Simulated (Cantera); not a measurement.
Charge: 1 mol SiCl4, 2.2 mol Cl2, 15 mol H2, equilibrated at 1.00 bar.

Equilibrium computed with Cantera from the NASA thermochemical tables; the gas is ideal and each condensed phase is pure. Candidate condensed phases: Si; 19 gas species. The tables' values for SiCl3 are old estimates; treat these amounts as uncertain. Kinetics and transport are ignored. All values below are at 1075 °C.

Base state: H2 0.690, HCl 0.255, SiCl4 0.0427, SiHCl3 0.00656, SiCl3 0.00373, SiCl2 0.00164, SiH2Cl2 0.000147 (mole fractions); condensed: gas only.

Q: What changes in the equilibrium state with this change: Cl2 from 2.2 to 1.4 mol?

A: 
```json
[
 {"species": "H2", "before": "0.690", "after": "0.761"},
 {"species": "HCl", "before": "0.255", "after": "0.182"},
 {"species": "SiCl4", "before": "0.0427", "after": "0.0392"},
 {"species": "SiH2Cl2", "before": "0.000147", "after": "0.000323"},
 {"species": "SiCl2", "before": "0.00164", "after": "0.00326"}
]
```
